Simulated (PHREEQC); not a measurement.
Dissolve 0.13 mol CuSO4 and 0.00015 mol Na2SO4 per kg of water at 80 °C. Closed to the air; pH follows from the charge balance.

Model: ion-association model, phreeqc.dat, run in PHREEQC.

```json
[
 {"quantity": "pH", "before": "4.00", "after": "4.22"},
 {"quantity": "ionic strength (mol/kgw)", "before": "0.253", "after": "0.0610"},
 {"quantity": "CuSO4 (mol/kgw)", "before": "0.0663", "after": "0.0106"},
 {"quantity": "SO4-2 (mol/kgw)", "before": "0.0630", "after": "0.0152"},
 {"quantity": "Cu+2 (mol/kgw)", "before": "0.0628", "after": "0.0151"},
 {"quantity": "HSO4- (mol/kgw)", "before": "0.000833", "after": "0.000183"}
]
```

**Question.** What was changed between the two runs?
A) CuSO4 from 0.13 to 0.013 mol/kgw
B) diluted 5-fold with water
C) temperature from 80 to 40 °C
D) 0.015 mol/kgw Mg(NO3)2 added

**Answer.** B, diluted 5-fold with water

This is a speciation only: nothing precipitates in the calculation. Constants without temperature data keep their 25 °C values here.
